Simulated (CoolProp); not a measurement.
Saturation properties of C2F6 (R116) (Tc = 19.9 °C, pc = 3048 kPa, ω = 0.257).

The numbers come from the reference Helmholtz-energy equation of state, Lemmon 2006 in CoolProp. It is a short technical equation, of lower accuracy than the large ones.

| T (°C) | p (kPa) | liquid density (kg/m³) | liquid conductivity (mW/(m K)) |
|---|---|---|---|
| -61.55 | 227.8 | 1529 | ___ |
| -59.15 | 253.2 | 1517 | 68.6 |
| -56.75 | 280.7 | 1506 | 67.6 |
| -54.35 | 310.4 | 1494 | 66.7 |
| -52.05 | 341.0 | ___ | 65.8 |
| -49.65 | 375.4 | 1470 | 64.8 |
| -47.25 | 412.3 | 1457 | 63.9 |
| -44.85 | 451.8 | 1445 | 62.9 |
| -42.45 | 494.1 | 1432 | 62.0 |
| -40.05 | 539.3 | 1419 | 61.0 |
| -37.65 | ___ | 1405 | 60.1 |
| -35.25 | 638.9 | ___ | 59.1 |
| -32.85 | 693.5 | 1377 | 58.2 |
| -30.45 | 751.5 | 1363 | 57.2 |

Question: Fill in the missing entries.

Answer: 
- -61.55, liquid conductivity (mW/(m K)): 69.5
- -52.05, liquid density (kg/m³): 1482
- -37.65, p (kPa): 587.5
- -35.25, liquid density (kg/m³): 1391

It boils at -78.1 °C under 1 atm.

Thermal conductivity comes from a separate model (Huber 2003), an estimate that may be off by 10 % or more.
